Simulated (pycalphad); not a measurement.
All values are pycalphad results on the COST 507 light-alloy database (1999) (1 atm), not direct measurements. These are 1990s assessments: newer ones move some temperatures and phases. Phase fractions are per mole of atoms.

Task: Give the equilibrium state of Ti-1.12Si (at.%) at 1000 K.

Result: hcp, fraction 0.973, with 0.45 Si at.%; SITI3, fraction 0.027, with 25.0 Si at.%.

Task: Give the equilibrium state of Ti-1.12Si (at.%) at 1900 K.

Result: bcc, fraction 0.595, with 0.30 Si at.%; liquid, fraction 0.405, with 2.3 Si at.%.

Database names, with the compositions (at.%) that they take in these runs: SITI3: Ti 75 Si 25.
